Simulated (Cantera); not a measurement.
Charge: 1 mol TiCl₄, 0.5 mol O₂, at 1098.15 K and 26.3 Torr.

These are equilibrium values from Cantera (NASA tables, ideal gas, pure condensed phases), not measurements of a reactor. Candidate condensed phases: Ti, TiCl₂, TiCl₃, TiCl₄, TiO, TiO₂, Ti₂O₃, Ti₃O₅, Ti₄O₇; 15 gas species. Condensed phases not in the tables: TiOCl. Equilibrium is a limit: real reactors are often held back by kinetics, nucleation or transport.

Task: What is the equilibrium state?

Result: 
```json
{
 "x(Cl₂)": "0.661",
 "x(TiCl₄)": "0.332",
 "x(Cl)": "0.00644",
 "x(O₂)": "4.82e-6",
 "n(TiO₂(rutile))": "0.500 mol",
 "gas_amount": "1.505 mol",
 "log10 activity of TiCl₄(l) (absent)": "-3.97",
 "log10 activity of Ti₄O₇(s) (absent)": "-9.03",
 "log10 activity of Ti₃O₅(s) (absent)": "-9.25"
}
```
